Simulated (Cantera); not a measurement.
**Equilibrium for aluminium nitride and oxide growth: AlCl3 + NH3 + N2**

A closed system holds: 1 mol AlCl3, 1.5 mol NH3, 27 mol N2.

Cantera equilibrium calculation (NASA polynomials, part measured and part estimated; ideal gas, pure solids and liquids). Candidate condensed phases: Al, AlCl3, AlN, NH4Cl; 20 gas species. The tables' values for AlCl2 are old estimates. Kinetics and transport are ignored.

### Question
Map the stable condensed phases over T = 850, 950, 1050, 1150, 1250, 1350, 1450, 1550, 1650, 1750, 1850, 1950, 2050 K and P in Pa = 10, 25, 63, 160, 400, 1000, 2500, 6300, 16000, 40000, 100000.

### Answer
```
T in K \ P in Pa
             10     25     63    160    400   1000   2500   6300  16000  40000 100000
   2050       A      A      A      A      A      A      A      A      A      A      A
   1950       A      A      A      A      A      A      A      A      A      A      A
   1850       A      A      A      A      A      A      A      A      A      A      A
   1750       A      A      A      A      A      A      A      A      A      A      B
   1650       A      A      A      A      A      A      A      A      B      B      B
   1550       A      A      A      A      A      A      B      B      B      B      B
   1450       A      A      A      A      B      B      B      B      B      B      B
   1350       A      A      B      B      B      B      B      B      B      B      B
   1250       B      B      B      B      B      B      B      B      B      B      B
   1150       B      B      B      B      B      B      B      B      B      B      B
   1050       B      B      B      B      B      B      B      B      B      B      B
    950       B      B      B      B      B      B      B      B      B      B      B
    850       B      B      B      B      B      B      B      B      B      B      B
```
A: gas only; B: AlN.
